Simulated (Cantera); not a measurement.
A closed system holds: 1 mol Si, 2 mol Cl2, 19 mol H2, held at 7.30 bar.

Equilibrium computed with Cantera from the NASA thermochemical tables; the gas is ideal and each condensed phase is pure. Candidate condensed phases: Si; 19 gas species. Rates play no part.

Task: Which condensed phases are stable at each of these points (T (K)): 1173, 1198, 1223, 1248, 1273, 1298, 1323, 1348, 1373, 1398, 1423?

Result: 
```
T (K)  condensed phases  Si condensed (%)
-----  ----------------  ----------------
1173           gas only               0.0
1198           gas only               0.0
1223           gas only               0.0
1248           gas only               0.0
1273           gas only               0.0
1298           gas only               0.0
1323           gas only               0.0
1348           gas only               0.0
1373           gas only               0.0
1398              Si(s)               0.2
1423              Si(s)               1.2
```

From 1173 K to 1373 K nothing is condensed. From 1398 K to 1423 K the condensed part is Si(s).
